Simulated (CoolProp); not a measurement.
Vapour-liquid equilibrium of propane (1) + cyclopropane (2) at 31.45 °C; x and y are mole fractions of (1).

The numbers come from the multi-fluid Helmholtz-energy mixture model, Lemmon 2009 and Polt 1992; pair parameters Bell 2016 in CoolProp. This equation is an older, rougher fit; its heat capacities, sound speeds and derivatives of the liquid may be far off and weren't checked against measurements.

```tsv
x	bubble pressure (MPa)	y at the bubble point	dew pressure at overall composition x (MPa)	liquid density (mol/L)
0.05	0.8835	0.072	0.8761	14.24
0.15	0.9290	0.200	0.9111	13.81
0.25	0.9697	0.314	0.9468	13.39
0.35	1.006	…	…	13.00
0.45	1.037	…	1.017	12.62
0.55	1.063	0.599	1.049	12.27
0.65	1.085	0.685	1.076	11.94
0.75	1.101	0.770	1.098	11.62
0.85	1.113	0.858	1.112	11.33
0.95	1.118	0.951	1.118	11.06
```

### Question
What belongs in the gaps?

### Answer

- 0.35, y at the bubble point: 0.416
- 0.35, dew pressure at overall composition x (MPa): 0.9824
- 0.45, y at the bubble point: 0.511

No azeotrope shows between x = 0.05 and 0.95.

Pair parameters are fitted to limited data, so mixtures are less certain than the pure fluids.
